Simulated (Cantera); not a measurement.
Input (Python, Cantera) and output of one run.

```python
import numpy as np
import cantera as ct

gas_names = [...]  # 110 gases of nasa_gas.yaml made of C, H, O
cond_names = """
    C(gr) C6H6(L) C7H8(L) C8H18(L),n-octa H2O(s) H2O(L)
""".split()


# ... load() reads the species with a 1 bar reference pressure and builds the phases ...
atoms = {
    'CH3OH': {'C': 1, 'H': 4, 'O': 1},
    'H2O': {'H': 2, 'O': 1},
    'H2': {'H': 2},
    'O2': {'O': 2},
}
top_T = {'C(gr)': 4500}  # K; cautious upper limits of use, not melting points


# ... equilibrate(T, P, feed) seeds the gas with the atoms and calls Mixture.equilibrate('TP', solver="vcs", rtol=1e-11, max_steps=5000) ...
results = []
feed = {'CH3OH': 1, 'H2O': 0.68, 'H2': 13, 'O2': 0.0099}  # mol
T = 600  # K
for P in [10, 56, 320, 1800, 10000, 56000, 320000, 1800000, 10000000]:
    mix = equilibrate(T, P, feed)
    results.append((T, P, feed, dict(zip(mix.species_names, mix.species_moles))))

top = {s: max(r[3][s] / sum(r[3][g] for g in gas_names) for r in results) for s in gas_names}
cols = sorted((s for s in top if top[s] > 0.0001), key=lambda s: -top[s])[:6]
seen = [c for c in cond_names if any(r[3].get(c, 0) > 1e-12 for r in results)]
print("log10 of partial pressures in bar; condensed amounts in mol")
print(f"{'P/Pa':>10s}" + "".join(f"{s[:9]:>10s}" for s in cols + seen))
for T, P, feed, n in results:
    ng = sum(n[g] for g in gas_names)
    print(f"{P:10.4g}" + "".join(f"{np.log10(max(n[s] / ng * P / 1e5, 1e-99)):10.3f}" for s in cols)
          + "".join(f"{n.get(c, 0):10.4g}" for c in seen))
```

Result:

```
log10 of partial pressures in bar; condensed amounts in mol
      P/Pa        H2       H2O       CH4       CO2        CO     C(gr)
        10    -4.040    -5.426    -6.106    -5.630    -5.695    0.1633
        56    -3.314    -4.404    -4.653    -5.039    -5.400    0.0261
       320    -2.580    -3.455    -3.684    -5.109    -5.685         0
      1800    -1.833    -2.682    -2.912    -5.777    -6.380         0
     1e+04    -1.088    -1.936    -2.167    -6.519    -7.122         0
   5.6e+04    -0.340    -1.188    -1.419    -7.267    -7.870         0
   3.2e+05     0.417    -0.431    -0.662    -8.024    -8.627         0
   1.8e+06     1.167     0.319     0.089    -8.774    -9.378         0
     1e+07     1.912     1.064     0.833    -9.519   -10.122         0
```

These are equilibrium values from Cantera (NASA tables, ideal gas, pure condensed phases), not measurements of a reactor. The ideal-gas law is rough above about 30 bar.
